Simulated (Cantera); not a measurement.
A perfectly stirred reactor is fed with CO : H2 : O2 : N2 = 1 : 0.22 : 0.685 : 2.58 (molar parts), at 1.00 bar; it is adiabatic with a 475 K inlet, and is followed from long to short residence time, starting on the burning branch (τ in s: 0.035, 0.016, 0.0072, 0.0033, 0.0015, 0.00066, 0.0003, 0.00014, 6.1e-05, 2.8e-05).

Computed with Cantera and GRI-Mech 3.0 (53 species, 325 reactions).

One state of this run: T (K) = 2288; x CO = 0.0397; x H2 = 0.00167; x O2 = 0.0361; x H = 0.00119; x O = 0.00282; x H2O = 0.0503. x: mole fraction; the columns are a selection and need not sum to one.

**Question.** Which value of τ (s) does it belong to?
A) 0.00030
B) 0.016
C) 0.0015
D) 0.00014

**Answer.** B, 0.016
